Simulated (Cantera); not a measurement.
# Ignition delay

Mixture: 8.90 % CH₄, 19.1 % O₂, 72.0 % N₂, at 1880 Torr, adiabatic and at constant pressure. Ignition delay is the time to a rise of 400 K.

Cantera simulation using GRI-Mech 3.0 (53 species, 325 reactions); the numbers are that mechanism's predictions, not measurements.

```tsv
T0 (K)	delay (ms)
1175	27.2
1275	7.23
1375	2.17
1475	0.731
1575	0.277
1675	0.120
1775	0.0582
```

apparent activation energy between 1575 and 1775 K: 180 kJ/mol
